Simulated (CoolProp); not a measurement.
Nitrogen along the isobar 160 bar: density (kg/m³) from the reference equation and from simpler models built on Tc = 126.2 K, pc = 33.96 bar, ω = 0.037; each cubic takes its own stable root.

Values from CoolProp's reference Helmholtz-energy equation of state, Span 2000.

| T (K) | phase | reference | van der Waals | Redlich-Kwong | Soave-Redlich-Kwong | Peng-Robinson |
|---|---|---|---|---|---|---|
| 116.4 | liquid | 685.3 | 518.6 | 682.8 | 683.3 | 763.9 |
| 141.9 | supercritical | 565.2 | 459.5 | 552.2 | 549.4 | 606.1 |
| 167.5 | supercritical | 436.4 | 395.7 | 426.8 | 417.7 | 452.4 |
| 193 | supercritical | 334.9 | 333.7 | 333.6 | 322.3 | 344.5 |
| 218.5 | supercritical | 270.3 | 281.2 | 272.7 | 262.2 | 277.8 |
| 244 | supercritical | 228.5 | 240.8 | 232.1 | 222.9 | 234.7 |
| 269.6 | supercritical | 199.3 | 210.4 | 203.2 | 195.2 | 204.4 |
| 295.1 | supercritical | 177.8 | 187.3 | 181.6 | 174.6 | 182.0 |
| 320.6 | supercritical | 161.1 | 169.1 | 164.7 | 158.6 | 164.6 |
| 346.2 | supercritical | 147.5 | 154.4 | 150.9 | 145.6 | 150.6 |
| 371.7 | supercritical | 136.4 | 142.3 | 139.6 | 134.8 | 139.1 |
| 397.2 | supercritical | 127.0 | 132.1 | 130.0 | 125.7 | 129.4 |
| 422.8 | supercritical | 119.0 | 123.4 | 121.7 | 117.9 | 121.1 |
